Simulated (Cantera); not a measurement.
Input (Python, Cantera) and output of one run.

```python
import numpy as np
import cantera as ct

gas_names = [...]  # 116 gases of nasa_gas.yaml made of C, H, Mg, O
cond_names = """
    C(gr) C6H6(L) C7H8(L) C8H18(L),n-octa H2O(s) H2O(L) Mg(cr) Mg(L) MgCO3(s) MgO(s) MgO(L) MgO2H2(s)
""".split()


# ... load() reads the species with a 1 bar reference pressure and builds the phases ...
atoms = {
    'MgO': {'Mg': 1, 'O': 1},
    'CH4': {'C': 1, 'H': 4},
    'CO': {'C': 1, 'O': 1},
    'C': {'C': 1},
}
top_T = {'C(gr)': 4500}  # K; cautious upper limits of use, not melting points


# ... equilibrate(T, P, feed) seeds the gas with the atoms and calls Mixture.equilibrate('TP', solver="vcs", rtol=1e-11, max_steps=5000) ...
results = []
feed = {'MgO': 1, 'CH4': 1.6, 'CO': 0.23, 'C': 4.6}  # mol
T = 2473  # K
P = 10000  # Pa
mix = equilibrate(T, P, feed)
results.append((T, P, feed, dict(zip(mix.species_names, mix.species_moles))))
print(gas.report(threshold=0.001))
for i in range(1, mix.n_phases):
    print(f"{mix.phase(i).name:16s} {mix.phase_moles(i):12.5e} mol")
```

It prints:

```
       temperature   2473 K
          pressure   10000 Pa
           density   0.0057533 kg/m^3
  mean mol. weight   11.83 kg/kmol
   phase of matter   gas

                          1 kg             1 kmol
                     ---------------   ---------------
          enthalpy        6.7576e+06        7.9941e+07  J
   internal energy        5.0195e+06        5.9379e+07  J
           entropy             20166        2.3855e+05  J/K
    Gibbs function       -4.3112e+07          -5.1e+08  J
 heat capacity c_p              2769             32756  J/K
 heat capacity c_v            2066.1             24442  J/K

                      mass frac. Y      mole frac. X     chem. pot. / RT
                     ---------------   ---------------   ---------------
                CO           0.52263           0.22073           -37.636
    C2H2,acetylene          0.011515         0.0052314           -29.567
                 H         0.0044258           0.05194           -11.546
                H2          0.092464           0.54257           -23.092
                Mg           0.36701           0.17863           -17.841
     [ +111 minor]         0.0019541        0.00089764

C(gr)             5.14066e+00 mol
Mg(L)             0.00000e+00 mol
MgO(s)            0.00000e+00 mol
```

These are equilibrium values from Cantera (NASA tables, ideal gas, pure condensed phases), not measurements of a reactor. The tables' values for MgH are old estimates; treat these amounts as uncertain.
